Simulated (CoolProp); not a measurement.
Aqueous ethylene glycol as a coolant, 56 % by mass, freezing at -44.8 °C, 1 atm.

Model: Melinder's fits for secondary coolants, in CoolProp.

| T (°C) | density (kg/m³) | viscosity (mPa s) | Prandtl number | conductivity (W/(m K)) |
|---|---|---|---|---|
| -38 | 1096 | 103 | [?] | 0.339 |
| -32.2 | 1094 | 65.7 | 548 | [?] |
| -26.4 | 1093 | 43.3 | [?] | 0.345 |
| -20.6 | 1091 | 29.5 | 248 | 0.348 |
| -14.7 | 1089 | 20.6 | 174 | 0.351 |
| -8.9 | 1087 | 14.9 | 127 | 0.354 |
| -3.1 | 1084 | 11.1 | 94.7 | [?] |
| 2.7 | 1081 | 8.49 | 72.6 | 0.360 |
| 8.5 | 1078 | 6.64 | 57.0 | 0.363 |
| 14.4 | 1075 | 5.29 | 45.6 | 0.366 |
| 20.2 | 1072 | 4.32 | 37.3 | 0.369 |
| 26 | 1069 | 3.60 | 31.1 | 0.372 |
| 31.8 | 1065 | 3.04 | 26.3 | [?] |

Q: Fill in the missing entries.

A: 
- -38, Prandtl number: 856
- -32.2, conductivity (W/(m K)): 0.342
- -26.4, Prandtl number: 363
- -3.1, conductivity (W/(m K)): 0.357
- 31.8, conductivity (W/(m K)): 0.376
